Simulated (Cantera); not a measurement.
A closed system holds: 1 mol MgO, 5.6 mol HF, at 0.133 bar.

Equilibrium computed with Cantera from the NASA thermochemical tables; the gas is ideal and each condensed phase is pure. Candidate condensed phases: H₂O, Mg, MgF₂, MgO, Mg(OH)₂; 31 gas species. The numbers say what is thermodynamically allowed, not how fast it happens.

Question: Which condensed phases are stable at each of these points (T (°C)): 875, 925, 975, 1025, 1075, 1125, 1175, 1225, 1275?

Answer: 
```
T (°C)  condensed phases  Mg condensed (%)
------  ----------------  ----------------
875              MgF₂(s)             100.0
925              MgF₂(s)             100.0
975              MgF₂(s)             100.0
1025             MgF₂(s)             100.0
1075             MgF₂(s)             100.0
1125             MgF₂(s)             100.0
1175             MgF₂(s)              99.9
1225             MgF₂(s)              99.8
1275             MgF₂(l)              99.5
```

From 875 °C to 1225 °C the condensed part is MgF₂(s). At 1275 °C the condensed part is MgF₂(l).
